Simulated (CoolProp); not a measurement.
Ethanol at several states: fugacity coefficient from the reference equation and from simpler models built on Tc = 514.7 K, pc = 62.68 bar, ω = 0.644; each cubic takes its own stable root.

Values from CoolProp's reference Helmholtz-energy equation of state, Schroeder 2014.

```
T (K)  p (bar)          phase  reference  Soave-Redlich-Kwong  Peng-Robinson
-----  -------  -------------  ---------  -------------------  -------------
183.5      109         liquid          ?                    ?              ?
567.6      250  supercritical          ?                    ?              ?
592.6     8.87            gas     0.9788               0.9742         0.9697
```

Task: What belongs in the gaps?

Result: 
- 183.5, reference: 1.167e-8
- 183.5, Soave-Redlich-Kwong: 3.033e-9
- 183.5, Peng-Robinson: 5.281e-9
- 567.6, reference: 0.4244
- 567.6, Soave-Redlich-Kwong: 0.4584
- 567.6, Peng-Robinson: 0.4205
